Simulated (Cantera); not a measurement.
An isothermal plug-flow reactor at 1075 K and 40000 Pa (inlet), inlet velocity 2.4 m/s, active area per volume 1300 1/m; feed CH4 : O2 : N2 : H2O = 0.0043 : 0.01 : 0.79 : 0.08 (molar parts).

Cantera simulation using Deutschmann's 1995 Pt surface mechanism with GRI-Mech 3.0 gas chemistry; the numbers are that mechanism's predictions, not measurements. Catalytic surfaces can have several steady states; this one follows from the mechanism file's or the stated starting coverage. Mass transfer to the wall is taken as infinitely fast.

**Question.** What does this change do: area per volume 1300 to 2100 1/m?

**Answer.** 
| quantity | before | after |
|---|---|---|
| x(CH4) at z = 0.0037 m | 0.00120 | 0.000423 |
| x(O2) at z = 0.0037 m | 0.00400 | 0.00245 |
| x(H2O) at z = 0.0037 m | 0.0978 | 0.0993 |
| x(CO2) at z = 0.0037 m | 0.00365 | 0.00443 |
| x(CO) at z = 0.0037 m | 1.81e-6 | 6.94e-7 |
| θ(free Pt) at the exit | 0.561 | 0.589 |
| θ(O*) at the exit | 0.435 | 0.408 |
| θ(OH*) at the exit | 0.00345 | 0.00344 |

**Question.** What does this change do: inlet velocity 2.4 to 4.6 m/s?

**Answer.** 
```tsv
quantity	before	after
x(CH4) at z = 0.0037 m	0.00120	0.00246
x(O2) at z = 0.0037 m	0.00400	0.00652
x(H2O) at z = 0.0037 m	0.0978	0.0953
x(CO2) at z = 0.0037 m	0.00365	0.00239
x(CO) at z = 0.0037 m	1.81e-6	3.42e-6
θ(free Pt) at the exit	0.561	0.532
θ(O*) at the exit	0.435	0.465
θ(OH*) at the exit	0.00345	0.00342
```
